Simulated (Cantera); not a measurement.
Input: 1 mol B, 0.69 mol NH₃, 34 mol N₂, equilibrated at 1348.15 K and 0.100 bar.

Equilibrium computed with Cantera from the NASA thermochemical tables; the gas is ideal and each condensed phase is pure. Candidate condensed phases: B, BN; 15 gas species. The numbers say what is thermodynamically allowed, not how fast it happens.

Base state: N₂ 0.970, H₂ 0.0297 (mole fractions); condensed: BN(s).

Question: What changes in the equilibrium state with this change: B replaced by BCl₃?

Answer: 
```tsv
species	before	after
N₂	0.970	0.935
HCl	0	0.0566
BCl₃	0	0.00861
H₂	0.0297	0.000143
Cl	0	2.89e-5
BN(s), mol	1.00	0.687
```
Further candidate phases: NH₄Cl.

Question: What changes in the equilibrium state with this change: B replaced by borazine?

Answer: 
```json
[
 {"species": "N₂", "before": "0.970", "after": "0.895"},
 {"species": "H₂", "before": "0.0297", "after": "0.105"},
 {"species": "BN(s), mol", "before": "1.00", "after": "3.00"}
]
```
The feed counts by its element totals alone.
